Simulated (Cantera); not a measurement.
What does this Cantera script print?

```python
import numpy as np
import cantera as ct

gas_names = [...]  # 62 gases of nasa_gas.yaml made of B, F, H, N, O
cond_names = """
    B(b) B(L) BN(s) B2O3(L) B3O3H3(cr) H2O(s) H2O(L)
""".split()


# ... load() reads the species with a 1 bar reference pressure and builds the phases ...
atoms = {
    'BF3': {'B': 1, 'F': 3},
    'H2O': {'H': 2, 'O': 1},
    'N2': {'N': 2},
}
top_T = {'BN(s)': 3200}  # K; cautious upper limits of use, not melting points


# ... equilibrate(T, P, feed) seeds the gas with the atoms and calls Mixture.equilibrate('TP', solver="vcs", rtol=1e-11, max_steps=5000) ...
results = []
feed = {'BF3': 1, 'H2O': 0.071, 'N2': 5.8}  # mol
P = 15  # Pa
for T in [1048, 1123, 1198, 1273, 1348, 1423, 1498, 1573, 1648, 1723, 1798, 1873, 1948]:
    mix = equilibrate(T, P, feed)
    results.append((T, P, feed, dict(zip(mix.species_names, mix.species_moles))))

top = {s: max(r[3][s] / sum(r[3][g] for g in gas_names) for r in results) for s in gas_names}
cols = sorted((s for s in top if top[s] > 0.0001), key=lambda s: -top[s])[:7]
seen = [c for c in cond_names if any(r[3].get(c, 0) > 1e-12 for r in results)]
print("log10 of partial pressures in bar; condensed amounts in mol")
print(f"{'T/K':>10s}" + "".join(f"{s[:9]:>10s}" for s in cols + seen))
for T, P, feed, n in results:
    ng = sum(n[g] for g in gas_names)
    print(f"{T:10.4g}" + "".join(f"{np.log10(max(n[s] / ng * P / 1e5, 1e-99)):10.3f}" for s in cols)
          + "".join(f"{n.get(c, 0):10.4g}" for c in seen))
```

Result:

```
log10 of partial pressures in bar; condensed amounts in mol
       T/K        N2       BF3        HF       BOF         F       BF2    B3O3F3
      1048    -3.901    -4.696    -5.518    -5.902   -14.626   -13.097    -7.056
      1123    -3.902    -4.697    -5.514    -5.817   -13.502   -12.130    -8.634
      1198    -3.902    -4.697    -5.513    -5.814   -12.486   -11.317   -10.224
      1273    -3.902    -4.697    -5.513    -5.814   -11.548   -10.642   -11.629
      1348    -3.902    -4.697    -5.513    -5.814   -10.666   -10.090   -12.876
      1423    -3.902    -4.697    -5.513    -5.814    -9.880    -9.593   -13.988
      1498    -3.902    -4.697    -5.513    -5.814    -9.215    -9.104   -14.986
      1573    -3.902    -4.697    -5.513    -5.814    -8.654    -8.621   -15.887
      1648    -3.902    -4.698    -5.513    -5.814    -8.166    -8.161   -16.703
      1723    -3.902    -4.698    -5.513    -5.814    -7.728    -7.734   -17.446
      1798    -3.902    -4.699    -5.513    -5.814    -7.330    -7.340   -18.125
      1873    -3.902    -4.700    -5.514    -5.815    -6.965    -6.977   -18.749
      1948    -3.903    -4.703    -5.515    -5.815    -6.628    -6.644   -19.323
```

Method: chemical equilibrium by Gibbs-energy minimisation in Cantera with the NASA 1993 tables (ideal gas, pure condensed phases). The tables' values for BF2 are old estimates; treat these amounts as uncertain.
